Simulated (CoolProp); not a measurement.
Vapour-liquid equilibrium of propylene (1) + R115 (2) at 0.831 MPa; x and y are mole fractions of (1).

The numbers come from the multi-fluid Helmholtz-energy mixture model, Lemmon 2013 and Lemmon 2016; pair parameters Bell 2016 in CoolProp.

### Question
Give the bubble temperature and the first vapour's composition at x = 0.15, 0.55, 0.65. Is there an azeotrope?

### Answer
x = 0.15: 16.3 °C, y = 0.240; x = 0.55: 9.4 °C, y = 0.602; x = 0.65: 9.0 °C, y = 0.666. y crosses x between x = 0.65 and 0.75: the model has an azeotrope there.

The pair parameters rest on a limited set of measurements; away from them the model extrapolates.
